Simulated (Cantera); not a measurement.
An adiabatic, constant-volume homogeneous reactor starts with CH4 : O2 : N2 = 1 : 0.833 : 6.42 (molar parts), equivalence ratio 2.4, at 1775 K and 1.00 bar. Integrator tolerance rtol = 1e-08.

Computed with Cantera and GRI-Mech 3.0 (53 species, 325 reactions).

**Question.** What does this change do: initial temperature 1775 to 1300 K?

**Answer.** 
```
quantity                                                              before                                      after
---------------------------------  -----------------------------------------  -----------------------------------------
time of steepest temperature rise                                   0.241 ms                                    35.6 ms
temperature at 7.00 s                                                 2497 K                                     2078 K
equilibrium temperature                                               2497 K                                     2078 K
x(CH4) at 7.00 s                   4.04e-11 (gas-phase equilibrium 4.51e-11)  4.52e-10 (gas-phase equilibrium 5.22e-10)
x(O2) at 7.00 s                      4.05e-6 (gas-phase equilibrium 4.05e-6)    2.48e-8 (gas-phase equilibrium 2.48e-8)
x(C2H) at 7.00 s                       <1e-12 (gas-phase equilibrium <1e-12)      <1e-12 (gas-phase equilibrium <1e-12)
x(C2H4) at 7.00 s                      <1e-12 (gas-phase equilibrium <1e-12)      <1e-12 (gas-phase equilibrium <1e-12)
x(NO) at 7.00 s                      9.35e-5 (gas-phase equilibrium 9.35e-5)    3.02e-6 (gas-phase equilibrium 3.02e-6)
x(O) at 7.00 s                       2.28e-5 (gas-phase equilibrium 2.28e-5)    1.39e-7 (gas-phase equilibrium 1.39e-7)
```

**Question.** What does this change do: initial temperature 1775 to 1698 K?

**Answer.** 
```
quantity                                                              before                                      after
---------------------------------  -----------------------------------------  -----------------------------------------
time of steepest temperature rise                                   0.241 ms                                   0.437 ms
temperature at 7.00 s                                                 2497 K                                     2434 K
equilibrium temperature                                               2497 K                                     2434 K
x(CH4) at 7.00 s                   4.04e-11 (gas-phase equilibrium 4.51e-11)  5.55e-11 (gas-phase equilibrium 6.21e-11)
x(O2) at 7.00 s                      4.05e-6 (gas-phase equilibrium 4.05e-6)    2.11e-6 (gas-phase equilibrium 2.11e-6)
x(C2H) at 7.00 s                       <1e-12 (gas-phase equilibrium <1e-12)      <1e-12 (gas-phase equilibrium <1e-12)
x(C2H4) at 7.00 s                      <1e-12 (gas-phase equilibrium <1e-12)      <1e-12 (gas-phase equilibrium <1e-12)
x(NO) at 7.00 s                      9.35e-5 (gas-phase equilibrium 9.35e-5)    6.04e-5 (gas-phase equilibrium 6.04e-5)
x(O) at 7.00 s                       2.28e-5 (gas-phase equilibrium 2.28e-5)    1.19e-5 (gas-phase equilibrium 1.19e-5)
```
